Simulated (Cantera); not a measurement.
A closed system holds: 1 mol MgO, 0.14 mol SO2, a varied amount of CO2, held at 825 K and 750 Torr.

These are equilibrium values from Cantera (NASA tables, ideal gas, pure condensed phases), not measurements of a reactor. Candidate condensed phases: C, Mg, MgCO3, MgO, MgS, MgSO4, S; 26 gas species. Gases not in the tables: S3 to S7. Rates play no part.

Task: At 0.097 mol CO2, list the 5 most abundant gas species with their mole fractions, and the condensed phases.

Result: CO2 0.508, SO2 0.443, S2 0.0443, S2O 0.00414, COS 0.000496. Condensed: MgO(s) + MgSO4(s).
